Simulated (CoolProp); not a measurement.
A single-stage vapour-compression cycle with the fluid: evaporating at 326.15 K (dew point), condensing at 375.15 K (bubble point), superheat 5 K, subcooling 5 K, compressor efficiency 0.6, no pressure losses. The same conditions are run with several fluids, on thermodynamics alone (safety and materials aside).

Computed with CoolProp (reference Helmholtz-energy equation of state of each fluid (R245fa: Akasaka 2015; isobutane: Bücker 2006; R365MFC: Lemmon 2016; cis-2-butene: Lemmon 2005; tetrahydrofuran: Fiedler 2023; cyclopropane: Polt 1992)). The equations of Platzer and Polt are older, rougher fits.

| fluid | cooling COP | pressure ratio | discharge temperature (K) | refrigerating effect (kJ/kg) | volumetric capacity (kJ/m³) |
|---|---|---|---|---|---|
| R245fa | … | 3.51 | … | 114 | 2320 |
| isobutane | 2.76 | 2.80 | 382.5 | 179 | 3300 |
| R365MFC | 3.12 | 3.92 | 375.1 | … | 1090 |
| cis-2-butene | 3.18 | 3.05 | 392.1 | 257 | 2850 |
| tetrahydrofuran | 3.56 | 4.39 | 406.5 | 347 | 606 |
| cyclopropane | 2.85 | 2.62 | 400.9 | 242 | 6600 |

Complete the blanks.


- R245fa, cooling COP: 3.03
- R245fa, discharge temperature (K): 383.4
- R365MFC, refrigerating effect (kJ/kg): 121

The compression ends wet for: R365MFC.
